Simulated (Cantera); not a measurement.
What does this Cantera script print?

```python
import numpy as np
import cantera as ct

gas = ct.Solution("gri30.yaml")
gas.TPX = 1000, 2666, {'H2': 0.012, 'O2': 1, 'N2': 2.7}
reactor = ct.IdealGasConstPressureReactor(gas, energy="off", clone=False)
net = ct.ReactorNet([reactor])
net.rtol, net.atol = 1e-08, 1e-18
show = ['H2', 'O2', 'H2O2', 'NO2', 'H', 'NO', 'N2O']
times = np.geomspace(2e-06, 5, 11)

steps = ct.SolutionArray(gas, extra=["t"])
rows = []
print(f"{'t/s':>10s}{'T/K':>9s}{'P/Pa':>11s}" + "".join(f"{s:>11s}" for s in show))
for t in times:
    while net.time < t:
        t_next = net.step()
        steps.append(gas.state, t=t_next)
    rows.append([np.interp(t, steps.t, y) for y in (steps.T, steps.P, *steps(*show).X.T)])
    print(f"{t:10.3e}{rows[-1][0]:9.1f}{rows[-1][1]:11.4g}" + "".join(f"{x:11.3e}" for x in rows[-1][2:]))
rate = np.gradient(steps.T, steps.t)
print("integrator steps:", len(steps.t))
if steps.T.max() > steps.T[0] + 200:
    print(f"time of steepest temperature rise: {steps.t[rate.argmax()]:.4e} s")
gas.TPX = 1000, 2666, {'H2': 0.012, 'O2': 1, 'N2': 2.7}
gas.equilibrate("TP")
print(f"equilibrium (TP): T = {gas.T:.1f} K  " + "  ".join(f"{s} {gas[s].X[0]:.3e}" for s in show))
```

Result:

```
       t/s      T/K       P/Pa         H2         O2       H2O2        NO2          H         NO        N2O
 2.000e-06   1000.0       2666  3.233e-03  2.694e-01  2.318e-21  4.726e-43  3.364e-14  9.250e-32  8.653e-22
 8.726e-06   1000.0       2666  3.233e-03  2.694e-01  4.416e-20  1.769e-40  1.446e-13  8.083e-30  3.778e-21
 3.807e-05   1000.0       2666  3.233e-03  2.694e-01  8.136e-19  4.470e-38  5.940e-13  6.078e-28  1.657e-20
 1.661e-04   1000.0       2666  3.233e-03  2.694e-01  1.554e-17  2.091e-35  2.059e-12  5.639e-26  7.640e-20
 7.248e-04   1000.0       2666  3.233e-03  2.694e-01  2.992e-16  1.136e-32  5.485e-12  3.763e-24  5.290e-19
 3.162e-03   1000.0       2666  3.233e-03  2.694e-01  5.922e-15  8.314e-30  3.119e-11  2.205e-22  1.264e-17
 1.380e-02   1000.0       2666  3.233e-03  2.694e-01  4.956e-13  1.441e-24  1.493e-08  6.521e-19  1.037e-14
 6.020e-02   1000.0       2666  5.236e-05  2.676e-01  2.453e-08  1.435e-12  1.108e-04  4.116e-09  2.498e-09
 2.627e-01   1000.0       2666  2.154e-06  2.681e-01  9.922e-09  7.347e-12  3.658e-06  5.499e-09  7.390e-09
 1.146e+00   1000.0       2666  1.429e-07  2.682e-01  4.676e-09  2.346e-11  7.543e-08  5.551e-09  9.344e-09
 5.000e+00   1000.0       2666  8.738e-09  2.682e-01  8.819e-10  3.893e-11  1.653e-09  5.553e-09  9.940e-09
integrator steps: 1186
equilibrium (TP): T = 1000.0 K  H2 3.369e-12  O2 2.682e-01  H2O2 7.710e-13  NO2 3.383e-07  H 2.568e-14  NO 3.419e-05  N2O 4.410e-10
```

Computed with Cantera and GRI-Mech 3.0 (53 species, 325 reactions). Radical loss at walls, strong at low pressure, is not modelled.
